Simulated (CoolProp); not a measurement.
Vapour-liquid equilibrium of ethylbenzene (1) + o-xylene (2) at 0.0009 MPa; x and y are mole fractions of (1).

Values from CoolProp's multi-fluid Helmholtz-energy mixture model, Zhou 2012 and Zhou 2012; pair parameters Bell 2016.

Problem. Give the bubble temperature and the first vapour's composition at x = 0.05, 0.35, 0.95. Is there an azeotrope?

Solution. x = 0.05: 297.9 K, y = 0.071; x = 0.35: 295.6 K, y = 0.444; x = 0.95: 292.4 K, y = 0.962. No azeotrope shows between x = 0.05 and 0.95.

Pair parameters are fitted to limited data, so mixtures are less certain than the pure fluids.
